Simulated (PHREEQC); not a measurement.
Solution (10 °C): 0.00465 mol/kgw CuSO4, 0.19 mol/kgw HBF4 and 0.0087 mol/kgw NaCl. It is in equilibrium with CO2 at log p = -3.4 (atm). Otherwise closed; pH follows from the charge balance.

All values are PHREEQC results (ion-association model, wateq4f.dat), not measurements.

No solid was allowed to form.

Task: Predict the pH, ionic strength, activity of water.

Result: pH 0.83; ionic strength 0.207 mol/kgw; activity of water 0.993.

Task: In which forms is S present?

Result: HSO4- 80 %, SO4-2 19 %, CuSO4 1.5 % of the S.

Species that the database lacks are ignored. Constants without temperature data keep their 25 °C values here. Real BF4- forms and hydrolyses slowly; the run takes it at equilibrium.
